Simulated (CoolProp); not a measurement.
Properties of propane at several states (Tc = 369.9 K, pc = 4.251 MPa, ω = 0.152).

The numbers come from the reference Helmholtz-energy equation of state, Lemmon 2009 in CoolProp.

```csv
T (K),p (MPa),phase,cp (kJ/(kg K)),isothermal compressibility (1/MPa)
165.8,19.4,liquid,2.012,0.0007795
377.4,0.0149,gas,2.023,67.19
247.6,0.0575,gas,1.472,17.69
```
